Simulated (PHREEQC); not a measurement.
Consider water at 25 °C with 0.8 mmol/kgw MnSO4, 24 mmol/kgw MgSO4, 0.074 mmol/kgw H2SO4 and 1.9 mmol/kgw NaCl. Closed to the air; pH follows from the charge balance.

Model: ion-association model, wateq4f.dat, run in PHREEQC.

Question: The ionic strength comes out as 0.0610 mol/kgw. What activity coefficients do SO4-2, Cl-, Na+, H+, MnCl+ get?

Answer: SO4-2 0.44, Cl- 0.80, Na+ 0.81, H+ 0.85, MnCl+ 0.81.

This is a speciation only: nothing precipitates in the calculation. Species that the database lacks are ignored.
